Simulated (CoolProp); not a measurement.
Ethylene at several states: Z from the reference equation and from simpler models built on Tc = 282.4 K, pc = 50.42 bar, ω = 0.087; each cubic takes its own stable root.

Values from CoolProp's reference Helmholtz-energy equation of state, Smukala 2000.

| T (K) | p (bar) | phase | reference |
|---|---|---|---|
| 127.1 | 0.898 | liquid | 0.003814 |
| 370.5 | 0.312 | gas | 0.9991 |
| 171.4 | 8.71 | liquid | 0.03032 |
| 246.6 | 3.8 | gas | 0.9604 |
| 390.1 | 0.333 | gas | 0.9992 |

Q: How far does each simpler model (van der Waals, Redlich-Kwong, Peng-Robinson) lie from the reference over these 5 states: mean and median of the absolute difference, and the worst?

A: 
- van der Waals: mean 21.5 %, median 0.8 %, worst +54.1 % at 127.1 K and 0.898 bar
- Redlich-Kwong: mean 1.5 %, median 0.1 %, worst +3.8 % at 171.4 K and 8.71 bar
- Peng-Robinson: mean 3.2 %, median 0.3 %, worst -8.2 % at 171.4 K and 8.71 bar
